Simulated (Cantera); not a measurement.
A closed system holds: 1 mol SiH2Cl2, 55 mol N2, equilibrated at 1025 K and 50000 Pa.

Equilibrium computed with Cantera from the NASA thermochemical tables; the gas is ideal and each condensed phase is pure. Candidate condensed phases: NH4Cl, Si, Si3N4; 28 gas species. N2 is the only nitrogen source here; it is nearly inert below about 1500 K, so the nitride shown seldom forms there in practice. Equilibrium is a limit: real reactors are often held back by kinetics, nucleation or transport.

Base state: N2 0.967, HCl 0.0246, H2 0.00546, SiCl4 0.00273 (mole fractions); condensed: Si3N4(s).

### Question
What changes in the equilibrium state with this change: pressure from 50000 Pa to 1000 Pa?

### Answer
```json
[
 {"species": "N2", "before": "0.967", "after": "0.967"},
 {"species": "HCl", "before": "0.0246", "after": "0.0274"},
 {"species": "H2", "before": "0.00546", "after": "0.00408"},
 {"species": "SiCl4", "before": "0.00273", "after": "0.00203"},
 {"species": "Si3N4(s), mol", "before": "0.282", "after": "0.295"}
]
```
